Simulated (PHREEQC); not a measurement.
Solution (5 °C): 0.0033 mol KH2PO4 and 0.00041 mol Na2SO4 per kg of water. Closed to the air; pH follows from the charge balance.

The numbers come from PHREEQC with the ion-association model, phreeqc.dat.

| quantity | before | after |
|---|---|---|
| pH | 4.90 | 4.66 |
| ionic strength (mol/kgw) | 0.00455 | 0.0178 |
| HPO4-2 (mol/kgw) | 1.78e-5 | 5.99e-5 |
| KSO4- (mol/kgw) | 4.86e-6 | 1.87e-5 |
| H3PO4 (mol/kgw) | 4.35e-6 | 3.62e-5 |
| NaSO4- (mol/kgw) | 1.10e-6 | 8.45e-7 |

### Question
Which change was made?
(A) 0.00085 mol/kgw NaCl added
(B) Na2SO4 from 0.00041 to 4.1e-05 mol/kgw
(C) KH2PO4 from 0.0033 to 0.0165 mol/kgw
(D) Na2SO4 from 0.00041 to 0.000369 mol/kgw
(E) 4.3e-05 mol/kgw KOH added

### Answer
C, KH2PO4 from 0.0033 to 0.0165 mol/kgw

Precipitation was switched off in this run. At this temperature some constants are extrapolated from 25 °C, and those without enthalpy data are left unchanged.
